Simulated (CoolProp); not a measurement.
Properties of R404A along the isobar 0.101 MPa.

The numbers come from the reference Helmholtz-energy equation of state, Lemmon 2003 in CoolProp. It is a pseudo-pure fit of the blend.

```tsv
T (K)	phase	cp (kJ/(kg K))	Joule-Thomson coefficient (K/MPa)	isothermal compressibility (1/MPa)	conductivity (mW/(m K))	fugacity coefficient
335.5	gas	0.9381	11.75	10.01	16.2	0.9891
350	gas	0.9615	10.29	9.996	17.2	0.9906
364.4	gas	0.9844	9.100	9.983	18.3	0.9919
378.9	gas	1.007	8.103	9.972	19.4	0.9929
393.3	gas	1.029	7.268	9.963	20.4	0.9938
407.8	gas	1.051	6.552	9.955	21.5	0.9946
422.3	gas	1.072	5.937	9.949	22.5	0.9952
436.7	gas	1.092	5.409	9.943	23.6	0.9958
451.2	gas	1.112	4.944	9.938	24.7	0.9963
465.7	gas	1.131	4.536	9.934	25.7	0.9967
480.1	gas	1.149	4.177	9.930	26.8	0.9971
```

Thermal conductivity comes from a separate model (Geller 2001).
